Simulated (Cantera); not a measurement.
An isothermal, constant-pressure homogeneous reactor starts with NH3 : N2 = 1 : 2.4 (molar parts), at 2100 K and 0.820 bar. Integrator tolerance rtol = 1e-08.

Cantera simulation using the gas-phase N/H chemistry of the illustrative SiF4/NH3 mechanism in the Surface Chemkin manual (1991); the numbers are that mechanism's predictions, not measurements. Walls and surfaces, which speed up NH3 decomposition in real reactors, are not modelled.

### Question
What does this change do: temperature 2100 to 1675 K?

### Answer
```csv
quantity,before,after
x(NH3) at 30.0 s,2.26e-6 (gas-phase equilibrium 2.25e-6),0.00972 (gas-phase equilibrium 5.06e-6)
x(N2) at 30.0 s,0.658 (gas-phase equilibrium 0.658),0.661 (gas-phase equilibrium 0.659)
x(NH2) at 30.0 s,4.05e-8 (gas-phase equilibrium 4.03e-8),5.11e-6 (gas-phase equilibrium 2.80e-9)
x(H2) at 30.0 s,0.340 (gas-phase equilibrium 0.340),0.330 (gas-phase equilibrium 0.341)
x(N2H4) at 30.0 s,<1e-12 (gas-phase equilibrium <1e-12),2.38e-10 (gas-phase equilibrium <1e-12)
x(NH) at 30.0 s,6.91e-9 (gas-phase equilibrium 6.88e-9),6.68e-8 (gas-phase equilibrium 3.85e-11)
x(H) at 30.0 s,0.00202 (gas-phase equilibrium 0.00202),6.93e-5 (gas-phase equilibrium 7.54e-5)
```
